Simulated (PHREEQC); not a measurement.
## Geothermal or formation water (model solution)

Model water analysis in mg/kgw, 80 °C, pH 7.22, pe -0.8: Na 2920; K 203; Ca 73.3; Mg 150; Cl 4800; S(6) as SO4 668; Alkalinity as HCO3 8.61; Si as SiO2 90.1.

Valence states are taken as typed.

The numbers come from PHREEQC with the ion-association model, wateq4f.dat.

Precipitation was switched off in this run.

### Question
Estimate the charge-balance error.

### Answer
charge-balance error -0.4 %.

### Question
In which forms is Si present?

### Answer
H4SiO4 99 %, H3SiO4- 1.4 % of the Si.

Examples of supersaturated solids here: Quartz (slow to form), Chalcedony (slow to form). Others may be too. Constants without temperature data keep their 25 °C values here.
